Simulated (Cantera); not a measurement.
A perfectly stirred reactor is fed with CH4 : H2 : O2 : N2 = 1 : 0.17 : 5.21 : 19.6 (molar parts), at 1000000 Pa; it is adiabatic with a 775 K inlet, and is followed from long to short residence time, starting on the burning branch (τ in s: 0.047, 0.021, 0.0095, 0.0042, 0.0019, 0.00086, 0.00038, 0.00017, 7.7e-05, 3.5e-05, 1.6e-05, 7e-06).

Computed with Cantera and GRI-Mech 3.0 (53 species, 325 reactions).

Problem. What does this change do: 0.33 parts CO2 added?

Solution. 
| quantity | before | after |
|---|---|---|
| blow-out, bracketed by the residence times tried | burning at 0.380 ms, out at 0.170 ms | burning at 0.860 ms, out at 0.380 ms |
| x(CH4) at τ = 47.0 ms | 1.04e-5 | 1.15e-5 |
| x(H2) at τ = 47.0 ms | 7.58e-6 | 7.64e-6 |
| x(O2) at τ = 47.0 ms | 0.121 | 0.119 |
| x(C2H2) at τ = 47.0 ms | 3.68e-9 | 4.64e-9 |
| x(H) at τ = 47.0 ms | 2.82e-7 | 2.66e-7 |
| x(CH4) at τ = 0.380 ms | 0.000731 | 0.0380 |
| x(H2) at τ = 0.380 ms | 0.000489 | 0.00646 |
| x(O2) at τ = 0.380 ms | 0.126 | 0.198 |
| x(C2H2) at τ = 0.380 ms | 7.26e-7 | <1e-12 |
| x(H) at τ = 0.380 ms | 1.78e-5 | <1e-12 |
